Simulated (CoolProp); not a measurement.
Saturation properties of ammonia.

The numbers come from the reference Helmholtz-energy equation of state, Gao 2020 in CoolProp.

```tsv
T (°C)	p (MPa)	liquid density (kg/m³)	vapour density (kg/m³)	enthalpy of vaporisation (kJ/kg)	surface tension (mN/m)	liquid viscosity (µPa s)
-11.95	0.2683	654.6	2.217	1303	29.1	194
-2.45	0.3913	642.0	3.166	1270	26.9	175
6.95	0.5527	629.1	4.395	1237	24.7	158
16.35	0.7614	615.7	5.975	1201	___	144
25.75	1.026	601.8	___	1163	20.3	131
35.25	1.360	587.2	10.52	1121	18.2	119
44.65	___	572.0	13.66	1078	___	109
54.05	2.255	556.0	___	1030	14.0	100.0
63.55	2.848	538.7	22.43	977.7	12.0	91.4
72.95	3.543	520.4	28.43	920.8	10.0	83.5
82.35	4.357	500.6	35.93	___	8.13	76.2
```

Question: Complete the blanks.

Answer: 
- 16.35, surface tension (mN/m): 22.5
- 25.75, vapour density (kg/m³): 7.978
- 44.65, p (MPa): 1.765
- 44.65, surface tension (mN/m): 16.1
- 54.05, vapour density (kg/m³): 17.55
- 82.35, enthalpy of vaporisation (kJ/kg): 857.8

It boils at -33.3 °C under 1 atm.

Viscosity comes from a separate model (Fenghour 1995). Surface tension comes from a separate correlation (Mulero 2012).
